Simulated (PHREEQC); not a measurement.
# Hard or scaling water: speciation

Solution (25 °C): 0.0056 mol CaSO4, 3.5e-05 mol NaF and 3.6e-07 mol H4SiO4 per kg of water. Closed to the air; pH follows from the charge balance.

Computed with PHREEQC (ion-association model, phreeqc.dat).

No solid was allowed to form.

Task: Predict the pH, specific conductance.

Result: pH 7.04; specific conductance 1020 µS/cm.

Task: In which forms is Ca present?

Result: Ca+2 78 %, CaSO4 22 % of the Ca.

Complexes and solids missing from the database can't appear. SiF6-2 is the database's only silicon fluoride.
